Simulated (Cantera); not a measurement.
A freely propagating, adiabatic, planar premixed flame of 10.4 % CH4, 18.8 % O2, 70.8 % N2, equivalence ratio 1.1, unburnt at 348 K and 1.88 atm; mixture-averaged transport, grid criteria slope 0.08 and curve 0.16, no radiation.

Model: GRI-Mech 3.0 (53 species, 325 reactions), integrated in Cantera. Burning velocities carry a grid error of a few per cent, more on coarse grids.

x: mole fraction of selected species; z is measured from the peak of heat release.

```
z (mm)   T (K)  u (m/s)     x CH4     x O2    x CH2  x CH2CO     x HO2      x H2
-------  -----  -------  --------  -------  -------  -------  --------  --------
-0.780     348    0.390     0.103    0.188    <1e-8    <1e-8   2.06e-8  0.000856
-0.520     350    0.393     0.103    0.188    <1e-8    <1e-8   3.18e-7   0.00267
-0.390     360    0.405     0.102    0.187    <1e-8        ?   2.11e-6   0.00518
-0.260     448    0.508    0.0963    0.180    <1e-8        ?   2.48e-5    0.0106
-0.130     954     1.10    0.0649    0.138  5.39e-8        ?  0.000152    0.0187
-0.0650   1406     1.63    0.0344   0.0931  4.01e-6        ?  0.000158    0.0225
0         1808     2.11   0.00734   0.0441  4.90e-5        ?   7.35e-5    0.0231
0.0650    1967     2.29  0.000401   0.0184  1.47e-5        ?   1.26e-5    0.0190
0.130     2015     2.34   1.12e-5   0.0108  6.16e-7        ?   5.93e-6    0.0170
0.260     2068     2.39   1.59e-8  0.00710    <1e-8    <1e-8   3.79e-6    0.0165
0.520     2126     2.45     <1e-8  0.00484    <1e-8    <1e-8   2.33e-6    0.0155
1.04      2180     2.50     <1e-8  0.00289    <1e-8    <1e-8   1.22e-6    0.0141
2.08      2218     2.54     <1e-8  0.00148    <1e-8    <1e-8   5.39e-7    0.0129
```

Q: What belongs in the gaps?

A: 
- -0.390, x CH2CO: 9.59e-8
- -0.260, x CH2CO: 2.37e-6
- -0.130, x CH2CO: 4.74e-5
- -0.0650, x CH2CO: 0.000137
- 0, x CH2CO: 0.000125
- 0.0650, x CH2CO: 1.31e-5
- 0.130, x CH2CO: 3.84e-7
